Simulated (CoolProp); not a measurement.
Properties of R113 along the isobar 5.14 MPa (Tc = 487.2 K, pc = 3.392 MPa, ω = 0.253).

The numbers come from the reference Helmholtz-energy equation of state, Marx 1992 in CoolProp.

```
T (K)          phase  cp (kJ/(kg K))  cv (kJ/(kg K))  Joule-Thomson coefficient (K/MPa)
-----  -------------  --------------  --------------  ---------------------------------
407.6         liquid           1.030          0.7555                           -0.04217
413.8         liquid           1.040          0.7598                           0.002165
419.9         liquid           1.051          0.7641                            0.05156
426.1         liquid           1.062          0.7685                             0.1088
432.2         liquid           1.074          0.7729                             0.1737
438.4         liquid           1.088          0.7774                             0.2502
444.6         liquid           1.104          0.7821                             0.3402
450.7         liquid           1.121          0.7868                             0.4455
456.9         liquid           1.141          0.7919                             0.5745
463           liquid           1.165          0.7971                             0.7304
469.2         liquid           1.194          0.8028                             0.9287
475.4         liquid           1.230          0.8089                              1.183
481.5         liquid           1.275          0.8156                              1.514
487.7  supercritical           1.336          0.8230                              1.972
493.8  supercritical           1.420          0.8313                              2.615
500    supercritical           1.550          0.8407                              3.595
```
